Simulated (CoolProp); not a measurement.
Properties of water along the isotherm 435.45 °C (Tc = 373.9 °C, pc = 22.06 MPa, ω = 0.344).

Computed with CoolProp (reference Helmholtz-energy equation of state, Wagner 2002).

| p (MPa) | phase | speed of sound (m/s) | isothermal compressibility (1/MPa) | expansivity (1/kK) | conductivity (mW/(m K)) |
|---|---|---|---|---|---|
| 0.105 | gas | 647.6 | 9.534 | 1.417 | 58.8 |
| 0.163 | gas | 647.4 | 6.146 | 1.421 | 58.9 |
| 0.254 | gas | 647.1 | 3.948 | 1.426 | 58.9 |
| 0.395 | gas | 646.6 | 2.542 | 1.434 | 59.1 |
| 0.615 | gas | 645.8 | 1.637 | 1.448 | 59.3 |
| 0.958 | gas | 644.6 | 1.055 | 1.468 | 59.6 |
| 1.49 | gas | 642.6 | 0.6822 | 1.502 | 60.1 |
| 2.32 | gas | 639.6 | 0.4424 | 1.557 | 61.0 |
| 3.62 | gas | 634.6 | 0.2881 | 1.649 | 62.3 |
| 5.63 | gas | 626.7 | 0.1903 | 1.810 | 64.6 |
| 8.77 | gas | 613.6 | 0.1282 | 2.114 | 68.7 |
| 13.7 | gas | 591.0 | 0.09008 | 2.775 | 76.9 |
| 21.3 | gas | 550.9 | 0.07087 | 4.596 | 96.9 |
| 33.1 | supercritical | 483.4 | 0.07417 | 13.14 | 185 |

Thermal conductivity comes from a separate model (Huber 2012).
